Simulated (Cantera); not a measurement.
# Adiabatic ignition

An adiabatic, constant-volume homogeneous reactor starts with CO : H2 : CH4 : O2 : N2 : CO2 = 1 : 0.088 : 0.78 : 1.91 : 7.19 : 0.017 (molar parts), at 1250 K and 1000000 Pa.

Model: GRI-Mech 3.0 (53 species, 325 reactions), integrated in Cantera. Above 3000 K some thermodynamic fits are extrapolated.

| t (s) | T (K) | P (bar) | x CO | x H2 | x CH4 | x CH2 | x CH3 | x NO2 |
|---|---|---|---|---|---|---|---|---|
| 1.00e-6 | 1250 | 10.0 | 0.0910 | 0.00801 | 0.0710 | <1e-12 | 4.64e-8 | <1e-12 |
| 2.70e-6 | 1250 | 10.0 | 0.0910 | 0.00801 | 0.0710 | <1e-12 | 1.39e-7 | <1e-12 |
| 7.28e-6 | 1250 | 10.0 | 0.0910 | 0.00801 | 0.0710 | <1e-12 | 4.24e-7 | <1e-12 |
| 1.96e-5 | 1250 | 10.0 | 0.0910 | 0.00801 | 0.0710 | <1e-12 | 1.43e-6 | <1e-12 |
| 5.29e-5 | 1250 | 10.0 | 0.0910 | 0.00801 | 0.0710 | 1.24e-12 | 6.02e-6 | <1e-12 |
| 0.000143 | 1251 | 10.0 | 0.0910 | 0.00798 | 0.0709 | 1.88e-11 | 2.19e-5 | <1e-12 |
| 0.000385 | 1257 | 10.0 | 0.0909 | 0.00787 | 0.0705 | 4.09e-11 | 2.94e-5 | <1e-12 |
| 0.00104 | 1299 | 10.4 | 0.0904 | 0.00769 | 0.0670 | 3.99e-10 | 6.39e-5 | <1e-12 |
| 0.00280 | 3039 | 24.3 | 0.0675 | 0.0121 | <1e-12 | <1e-12 | 1.36e-12 | 7.46e-6 |
| 0.00756 | 3039 | 24.3 | 0.0675 | 0.0121 | <1e-12 | <1e-12 | 1.36e-12 | 7.46e-6 |
| 0.0204 | 3039 | 24.3 | 0.0675 | 0.0121 | <1e-12 | <1e-12 | 1.36e-12 | 7.46e-6 |
| 0.0550 | 3039 | 24.3 | 0.0675 | 0.0121 | <1e-12 | <1e-12 | 1.36e-12 | 7.46e-6 |
| 0.148 | 3039 | 24.3 | 0.0675 | 0.0121 | <1e-12 | <1e-12 | 1.36e-12 | 7.46e-6 |
| 0.400 | 3039 | 24.3 | 0.0675 | 0.0121 | <1e-12 | <1e-12 | 1.36e-12 | 7.46e-6 |
x: mole fraction; the columns are a selection and need not sum to one.

- time of steepest temperature rise = 1.32 ms
- temperature at 0.400 s = 3039 K
- equilibrium temperature = 3039 K
- x(CO) at 0.400 s = 0.0675 (gas-phase equilibrium 0.0675)
- x(H2) at 0.400 s = 0.0121 (gas-phase equilibrium 0.0121)
- x(CH4) at 0.400 s = <1e-12 (gas-phase equilibrium <1e-12)
